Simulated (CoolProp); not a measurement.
The fluid at 278.03 K and 0.21 MPa expands adiabatically to 0.0762 MPa with isentropic efficiency 0.85. The same conditions are run with several fluids, on thermodynamics alone (safety and materials aside).

Model: reference Helmholtz-energy equation of state of each fluid (propylene: Lemmon 2013; R404A: Lemmon 2003; R22: Kamei 1995; propane: Lemmon 2009; oxygen: Schmidt 1985), in CoolProp. Blends and air are pseudo-pure fits.

**Question.** Rank propylene, R404A, R22, propane, oxygen by work (kJ/kg), highest first.

**Answer.** oxygen (54.0), propylene (42.7), propane (41.0), R22 (20.5), R404A (18.6)

| fluid | final temperature (K) | final density (kg/m³) |
|---|---|---|
| propylene | 245.0 | 1.61 |
| R404A | 252.2 | 3.63 |
| R22 | 241.1 | 3.37 |
| propane | 248.4 | 1.66 |
| oxygen | 218.6 | 1.34 |
